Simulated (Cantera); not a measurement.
Input (Python, Cantera) and output of one run.

```python
import numpy as np
import cantera as ct

gas_names = [...]  # 139 gases of nasa_gas.yaml made of C, H, N, O, Pb
cond_names = """
    C(gr) C6H6(L) C7H8(L) C8H18(L),n-octa H2O(s) H2O(L) Pb(cr) Pb(L) PbO(rd) PbO(yw) PbO(L) PbO2(s)
    Pb3O4(s)
""".split()


# ... load() reads the species with a 1 bar reference pressure and builds the phases ...
atoms = {
    'Pb': {'Pb': 1},
    'CO': {'C': 1, 'O': 1},
    'N2': {'N': 2},
    'NH3': {'N': 1, 'H': 3},
}
top_T = {'C(gr)': 4500, 'Pb3O4(s)': 820}  # K; cautious upper limits of use, not melting points


# ... equilibrate(T, P, feed) seeds the gas with the atoms and calls Mixture.equilibrate('TP', solver="vcs", rtol=1e-11, max_steps=5000) ...
results = []
feed = {'Pb': 1, 'CO': 10, 'N2': 36, 'NH3': 0.75}  # mol
T = 775  # K
P = 250  # Pa
mix = equilibrate(T, P, feed)
results.append((T, P, feed, dict(zip(mix.species_names, mix.species_moles))))
print(gas.report(threshold=0.001))
for i in range(1, mix.n_phases):
    print(f"{mix.phase(i).name:16s} {mix.phase_moles(i):12.5e} mol")
```

It prints:

```
       temperature   775 K
          pressure   250 Pa
           density   0.0010741 kg/m^3
  mean mol. weight   27.684 kg/kmol
   phase of matter   gas

                          1 kg             1 kmol
                     ---------------   ---------------
          enthalpy       -4.5015e+05       -1.2462e+07  J
   internal energy       -6.8291e+05       -1.8906e+07  J
           entropy            9958.1        2.7568e+05  J/K
    Gibbs function       -8.1677e+06       -2.2611e+08  J
 heat capacity c_p            1143.2             31649  J/K
 heat capacity c_v            842.89             23335  J/K

                      mass frac. Y      mole frac. X     chem. pot. / RT
                     ---------------   ---------------   ---------------
                CO           0.17998           0.17789           -49.854
               CO2          0.028659          0.018028           -98.508
                H2         0.0017216          0.023642           -26.647
                N2           0.78925           0.77995           -30.489
     [ +135 minor]        0.00038504        0.00048748

C(gr)             8.62781e-01 mol
Pb(L)             9.99536e-01 mol
PbO(yw)           0.00000e+00 mol
PbO2(s)           0.00000e+00 mol
Pb3O4(s)          0.00000e+00 mol
```

Method: chemical equilibrium by Gibbs-energy minimisation in Cantera with the NASA 1993 tables (ideal gas, pure condensed phases).
